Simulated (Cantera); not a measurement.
## Equilibrium for halide evaporation, hydrolysis and transport: NaI + H₂ + N₂

Charge: 1 mol NaI, 0.51 mol H₂, 1.8 mol N₂, at 2223 K and 0.0100 bar.

Method: chemical equilibrium by Gibbs-energy minimisation in Cantera with the NASA 1993 tables (ideal gas, pure condensed phases). Candidate condensed phases: I₂, Na, NaI; 16 gas species. Gases not in the tables: NaBr and NaI dimers. Rates play no part.

The x(N₂) comes out as 0.446 and the x(Na) comes out as 0.171. The x(I) is 0.169, the x(H₂) comes out as 0.114 and the x(NaI) comes out as 0.0766. The x(H) is 0.0217, the x(HI) is 0.00205 and the x(NaH) comes out as 4.72e-5. The x(I₂) is 3.21e-6 and the gas amount comes out as 4.040 mol. The log10 activity of Na(l) (absent) is -4.73. The log10 activity of I₂(l) (absent) is -9.59.
